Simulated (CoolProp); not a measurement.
Properties of CH3F (R41) at several states.

The numbers come from the reference Helmholtz-energy equation of state, Lemmon 2006 in CoolProp. It is a short technical equation, of lower accuracy than the large ones.

| T (°C) | p (MPa) | phase | density (kg/m³) | Joule-Thomson coefficient (K/MPa) | isothermal compressibility (1/MPa) | expansivity (1/kK) |
|---|---|---|---|---|---|---|
| -60.05 | 0.0152 | gas | 0.2932 | 57.06 | 66.07 | 4.773 |
| 53.85 | 6.78 | supercritical | 223.2 | 8.718 | 0.7077 | 66.75 |
| -42.35 | 0.0563 | gas | 1.010 | 41.56 | 17.97 | 4.525 |
| -92.25 | 4.87 | liquid | 915.0 | -0.3298 | 0.001209 | 2.118 |
| 69.75 | 0.237 | gas | 2.864 | 12.06 | 4.272 | 3.038 |
| 60.15 | 0.0142 | gas | 0.1745 | 13.11 | 70.48 | 3.008 |
